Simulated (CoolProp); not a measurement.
The numbers come from the reference Helmholtz-energy equation of state, Lemmon 2013 in CoolProp.

Q: Give the vapour pressure (MPa), vapour density (kg/m³), liquid viscosity (µPa s), liquid conductivity (mW/(m K)) of saturated propylene at -78.15, -18.55 °C.

A: 
```json
[
 {"T (°C)": "-78.15", "p (MPa)": "0.0197", "vapour density (kg/m³)": "0.516", "liquid viscosity (µPa s)": "285", "liquid conductivity (mW/(m K))": "158"},
 {"T (°C)": "-18.55", "p (MPa)": "0.322", "vapour density (kg/m³)": "6.95", "liquid viscosity (µPa s)": "144", "liquid conductivity (mW/(m K))": "133"}
]
```

Viscosity comes from a separate model (Huber 2003), an estimate that may be off by 10 % or more. Thermal conductivity comes from a separate model (Huber 2003), an estimate that may be off by 10 % or more.
